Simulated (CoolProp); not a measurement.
Vapour-liquid equilibrium of n-octane (1) + p-xylene (2) at 556 kPa; x and y are mole fractions of (1).

The numbers come from the multi-fluid Helmholtz-energy mixture model, Beckmüller 2019 and Zhou 2012; pair parameters Bell 2016 in CoolProp.

```tsv
x	bubble temperature (K)	y at the bubble point	dew temperature at overall composition x (K)	liquid density (mol/L)
0.05	487.5	0.071	487.9	6.188
0.2	483.8	0.255	484.8	5.897
0.35	480.9	0.413	482.0	5.625
0.5	478.6	0.555	479.5	[?]
0.65	476.8	0.690	477.3	[?]
0.8	[?]	0.823	475.5	4.913
0.95	474.0	0.955	474.0	4.707
```

**Question.** What belongs in the gaps?

**Answer.** 
- 0.5, liquid density (mol/L): 5.370
- 0.65, liquid density (mol/L): 5.133
- 0.8, bubble temperature (K): 475.2

No azeotrope shows between x = 0.05 and 0.95.

The pair parameters rest on a limited set of measurements; away from them the model extrapolates.
